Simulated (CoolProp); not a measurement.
Saturated liquid density (kg/m³) of methanol: the reference equation beside estimates from Tc = 240.2 °C, pc = 8.216 MPa, ω = 0.565. Rackett uses Z = 0.29056 − 0.08775 ω.

Computed with CoolProp (reference Helmholtz-energy equation of state, de Reuck 1993).

| T (°C) | reference | Rackett | van der Waals | Redlich-Kwong | Soave-Redlich-Kwong | Peng-Robinson |
|---|---|---|---|---|---|---|
| -3.05 | 812.5 | 807.9 | 398.3 | 590.4 | 624.1 | 701.0 |
| 16.75 | 794.0 | 786.0 | 389.1 | 574.9 | 611.6 | 687.9 |
| 36.65 | 775.3 | 763.1 | 379.3 | 558.1 | 597.8 | 673.1 |
| 56.55 | 756.2 | 739.3 | 368.9 | 540.0 | 582.3 | 656.6 |
| 76.35 | 736.4 | 714.6 | 357.8 | 520.6 | 565.2 | 638.1 |
| 96.25 | 715.1 | 688.5 | 345.9 | 499.5 | 545.7 | 617.0 |
| 116.05 | 692.2 | 660.8 | 333.1 | 476.6 | 523.8 | 593.1 |
| 135.95 | 666.5 | 631.0 | 319.1 | 451.3 | 498.7 | 565.2 |
| 155.75 | 637.3 | 598.6 | 303.6 | 423.4 | 469.6 | 532.7 |
| 175.65 | 602.8 | 562.2 | 285.9 | 391.6 | 435.2 | 493.6 |
| 195.45 | 560.6 | 519.9 | 265.3 | 354.8 | 393.4 | 445.5 |
| 215.35 | 502.9 | 466.0 | 239.2 | 308.9 | 338.9 | 381.8 |

Absolute difference from the reference over all 12 rows, mean and median: Rackett 4.1 and 4.1 %, van der Waals 51.8 and 51.8 %, Redlich-Kwong 31.5 and 30.6 %, Soave-Redlich-Kwong 25.4 and 24.0 %, Peng-Robinson 15.8 and 14.0 %.
